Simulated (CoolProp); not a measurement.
Vapour-liquid equilibrium of n-hexane (1) + toluene (2) at 10 bar; x and y are mole fractions of (1).

Model: multi-fluid Helmholtz-energy mixture model, Thol 2019 and Lemmon 2006; pair parameters Bell 2016, in CoolProp.

**Question.** Give the bubble temperature and the first vapour's composition at x = 0.15, 0.75, 0.95. Is there an azeotrope?

**Answer.** x = 0.15: 476.6 K, y = 0.282; x = 0.75: 446.4 K, y = 0.844; x = 0.95: 439.7 K, y = 0.970. No azeotrope shows between x = 0.05 and 0.95.

The pair parameters rest on a limited set of measurements; away from them the model extrapolates.
